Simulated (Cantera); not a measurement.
A Cantera script and what it prints.

```python
import numpy as np
import cantera as ct

gas_names = """
    B BF BF2 BF3 BH BHF2 BH2 BH3 BN B2 F F2 H HF H2 H2F2 H3F3 H4F4 H5F5 H6F6 H7F7 N NF NF2 NF3 NH NH2
    NH3 N2 N2H2 N2H4
""".split()
cond_names = """
    B(b) B(L) BN(s)
""".split()


# ... load() reads the species with a 1 bar reference pressure and builds the phases ...
atoms = {
    'BF3': {'B': 1, 'F': 3},
    'H2': {'H': 2},
    'N2': {'N': 2},
}
top_T = {'BN(s)': 3200}  # K; cautious upper limits of use, not melting points


# ... equilibrate(T, P, feed) seeds the gas with the atoms and calls Mixture.equilibrate('TP', solver="vcs", rtol=1e-11, max_steps=5000) ...
results = []
feed = {'BF3': 1, 'H2': 1, 'N2': 0.47}  # mol
P = 133.322  # Pa
for T in [1000, 1050, 1100, 1150, 1200, 1250, 1300, 1350, 1400]:
    mix = equilibrate(T, P, feed)
    results.append((T, P, feed, dict(zip(mix.species_names, mix.species_moles))))

top = {s: max(r[3][s] / sum(r[3][g] for g in gas_names) for r in results) for s in gas_names}
cols = sorted((s for s in top if top[s] > 0.0001), key=lambda s: -top[s])[:6]
seen = [c for c in cond_names if any(r[3].get(c, 0) > 1e-12 for r in results)]
print("log10 of partial pressures in bar; condensed amounts in mol")
print(f"{'T/K':>10s}" + "".join(f"{s[:9]:>10s}" for s in cols + seen))
for T, P, feed, n in results:
    ng = sum(n[g] for g in gas_names)
    print(f"{T:10.4g}" + "".join(f"{np.log10(max(n[s] / ng * P / 1e5, 1e-99)):10.3f}" for s in cols)
          + "".join(f"{n.get(c, 0):10.4g}" for c in seen))
```

It prints:

```
log10 of partial pressures in bar; condensed amounts in mol
       T/K       BF3        H2        N2        HF       BF2      BHF2     BN(s)
      1000    -3.273    -3.276    -3.601    -4.695    -9.194    -7.112   0.01242
      1050    -3.274    -3.277    -3.602    -4.642    -8.573    -6.858     0.014
      1100    -3.275    -3.278    -3.603    -4.594    -8.010    -6.629   0.01558
      1150    -3.276    -3.279    -3.604    -4.550    -7.496    -6.420   0.01713
      1200    -3.277    -3.281    -3.604    -4.511    -7.026    -6.228   0.01863
      1250    -3.278    -3.282    -3.605    -4.474    -6.594    -6.053   0.02002
      1300    -3.279    -3.283    -3.606    -4.441    -6.196    -5.892   0.02119
      1350    -3.280    -3.285    -3.606    -4.410    -5.829    -5.744   0.02196
      1400    -3.283    -3.286    -3.607    -4.382    -5.488    -5.607     0.022
```

Equilibrium computed with Cantera from the NASA thermochemical tables; the gas is ideal and each condensed phase is pure. N2 is the only nitrogen source here; it is nearly inert below about 1500 K, so the nitride shown seldom forms there in practice. The tables' values for BF2 are old estimates; treat these amounts as uncertain.
